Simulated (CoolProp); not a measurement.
Vapour-liquid equilibrium of CH2F2 (R32) (1) + R227EA (2) at -10.25 °C; x and y are mole fractions of (1).

Computed with CoolProp (multi-fluid Helmholtz-energy mixture model, Tillner-Roth 1997 and Lemmon 2016; pair parameters Bell 2016).

Q: Give the bubble pressure and the first vapour's composition at x = 0.2, 0.35, 0.8. Is there an azeotrope?

A: x = 0.2: 240.5 kPa, y = 0.542; x = 0.35: 318.9 kPa, y = 0.706; x = 0.8: 503.4 kPa, y = 0.922. No azeotrope shows between x = 0.05 and 0.95.

The pair parameters rest on a limited set of measurements; away from them the model extrapolates.
